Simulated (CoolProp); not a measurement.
R404A along the isobar 7.57 MPa: fugacity coefficient from the reference equation and from simpler models built on Tc = 72.1 °C, pc = 3.735 MPa, ω = 0.293; each cubic takes its own stable root.

Computed with CoolProp (reference Helmholtz-energy equation of state, Lemmon 2003). It is a pseudo-pure fit of the blend.

```tsv
T (°C)	phase	reference
-5.25	liquid	0.07696
14.15	liquid	0.1295
33.45	liquid	0.1982
52.75	liquid	0.2815
72.15	supercritical	0.3755
91.45	supercritical	0.4721
110.85	supercritical	0.5616
130.15	supercritical	0.6339
149.45	supercritical	0.6916
168.85	supercritical	0.7390
188.15	supercritical	0.7784
207.55	supercritical	0.8118
226.85	supercritical	0.8402
```

### Question
How far does each simpler model (van der Waals, Redlich-Kwong, Soave-Redlich-Kwong, Peng-Robinson) lie from the reference over these 13 states: mean and median of the absolute difference, and the worst?

### Answer
- van der Waals: mean 31.0 %, median 6.2 %, worst +158.6 % at -5.25 °C and 7.57 MPa
- Redlich-Kwong: mean 11.3 %, median 3.6 %, worst +47.7 % at -5.25 °C and 7.57 MPa
- Soave-Redlich-Kwong: mean 5.6 %, median 5.3 %, worst +7.7 % at 52.75 °C and 7.57 MPa
- Peng-Robinson: mean 0.8 %, median 0.6 %, worst +1.8 % at 52.75 °C and 7.57 MPa
